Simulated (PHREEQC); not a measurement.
# Reverse-osmosis permeate (model solution)

Model water analysis in mg/L, 20 °C, pH 5.74, pe 12: Na 3.01; K 0.00648; Ca 0.355; Mg 1.38; Cl 6.65; S(6) as SO4 0.114; Alkalinity as HCO3 4.39; Si as SiO2 0.262; Cu(2) 0.00293.

Valence states are taken as typed.

Model: ion-association model, phreeqc.dat, run in PHREEQC.

No solid was allowed to form.

Estimate the charge-balance error.

charge-balance error 0.1 %.

In which forms is Cu present?

Cu+2 95 %, CuHCO3+ 3.2 %, CuCO3 0.8 %, Cu(OH)2 0.6 % of the Cu.

Complexes and solids missing from the database can't appear.
